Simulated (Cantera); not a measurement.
Input: 1 mol PbO, 8.3 mol H2, 1.2 mol N2, equilibrated at 33.0 mbar.

These are equilibrium values from Cantera (NASA tables, ideal gas, pure condensed phases), not measurements of a reactor. Candidate condensed phases: H2O, Pb, PbO, PbO2, Pb3O4; 27 gas species. Kinetics and transport are ignored. All values below are at 1425 K.

Base state: H2 0.695, N2 0.114, H2O 0.0952, Pb 0.0952, H 3.13e-5 (mole fractions); condensed: gas only.

Question: What changes in the equilibrium state with this change: pressure from 33.0 mbar to 1 atm?

Answer: 
```csv
species,before,after
H2,0.695,0.760
N2,0.114,0.125
H2O,0.0952,0.104
Pb,0.0952,0.0113
NH3,5.08e-7,1.86e-5
H,3.13e-5,5.91e-6
"Pb(l), mol",0,0.891
```
